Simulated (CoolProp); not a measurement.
Vapour-liquid equilibrium of dimethyl carbonate (1) + n-octane (2) at 322.1 K; x and y are mole fractions of (1).

The numbers come from the multi-fluid Helmholtz-energy mixture model, Zhou 2011 and Beckmüller 2019; pair parameters Bell 2016 in CoolProp.

```tsv
x	bubble pressure, mixture model (bar)	bubble pressure, Raoult's law (bar)	y, mixture model	y, Raoult's law
0.05	0.1082	0.07191	0.435	0.155
0.15	0.1697	0.08776	0.667	0.380
0.25	0.2043	0.1036	0.742	0.537
0.35	0.2217	0.1195	0.774	0.652
0.45	0.2295	0.1353	0.789	0.740
0.55	0.2326	0.1512	0.796	0.810
0.65	0.2343	0.1670	0.802	0.866
0.75	0.2360	0.1829	0.813	0.913
0.85	0.2369	0.1987	0.842	0.952
0.95	0.2318	0.2146	0.918	0.985
```

The largest gap from Raoult's law is +97.2 % in bubble pressure, at x = 0.25. y crosses x between x = 0.75 and 0.85: the model has an azeotrope there.

The pair parameters rest on a limited set of measurements; away from them the model extrapolates. With so large a gap from Raoult's law the liquid may split in two, which this calculation doesn't test in full.
